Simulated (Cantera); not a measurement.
Feed: 1 mol Nb2O5, 0.8 mol H2, 4.7 mol H2O, at 1 atm.

These are equilibrium values from Cantera (NASA tables, ideal gas, pure condensed phases), not measurements of a reactor. Candidate condensed phases: H2O, Nb, NbO, NbO2, Nb2O5; 12 gas species. Condensed phases not in the tables: the oxides between NbO2 and Nb2O5. Kinetics and transport are ignored.

x: gas mole fraction; n: condensed amount in mol.

```json
[
 {"T (K)": "1075", "x H2O": "0.855", "x H2": "0.145", "x H": "5.56e-9", "x OH": "…", "x O2": "<1e-12", "n Nb2O5(s)": "1.00", "n Nb2O5(l)": "0"},
 {"T (K)": "1175", "x H2O": "0.855", "x H2": "0.145", "x H": "4.64e-8", "x OH": "…", "x O2": "<1e-12", "n Nb2O5(s)": "1.00", "n Nb2O5(l)": "0"},
 {"T (K)": "1275", "x H2O": "0.855", "x H2": "0.145", "x H": "2.79e-7", "x OH": "…", "x O2": "<1e-12", "n Nb2O5(s)": "1.00", "n Nb2O5(l)": "0"},
 {"T (K)": "1375", "x H2O": "0.855", "x H2": "0.145", "x H": "1.30e-6", "x OH": "…", "x O2": "3.19e-12", "n Nb2O5(s)": "1.00", "n Nb2O5(l)": "0"},
 {"T (K)": "1475", "x H2O": "0.855", "x H2": "0.145", "x H": "4.91e-6", "x OH": "…", "x O2": "6.18e-11", "n Nb2O5(s)": "1.00", "n Nb2O5(l)": "0"},
 {"T (K)": "1575", "x H2O": "0.855", "x H2": "0.145", "x H": "1.57e-5", "x OH": "…", "x O2": "8.25e-10", "n Nb2O5(s)": "1.00", "n Nb2O5(l)": "0"},
 {"T (K)": "1675", "x H2O": "0.855", "x H2": "0.145", "x H": "4.40e-5", "x OH": "…", "x O2": "8.10e-9", "n Nb2O5(s)": "1.00", "n Nb2O5(l)": "0"},
 {"T (K)": "1775", "x H2O": "0.854", "x H2": "0.145", "x H": "0.000110", "x OH": "…", "x O2": "6.16e-8", "n Nb2O5(s)": "1.00", "n Nb2O5(l)": "0"},
 {"T (K)": "1875", "x H2O": "0.854", "x H2": "0.145", "x H": "0.000248", "x OH": "…", "x O2": "3.78e-7", "n Nb2O5(s)": "0", "n Nb2O5(l)": "1.00"}
]
```

Task: What belongs in the gaps?

Result: 
- 1075, x OH: 1.24e-10
- 1175, x OH: 1.90e-9
- 1275, x OH: 1.91e-8
- 1375, x OH: 1.37e-7
- 1475, x OH: 7.57e-7
- 1575, x OH: 3.36e-6
- 1675, x OH: 1.25e-5
- 1775, x OH: 4.01e-5
- 1875, x OH: 0.000114
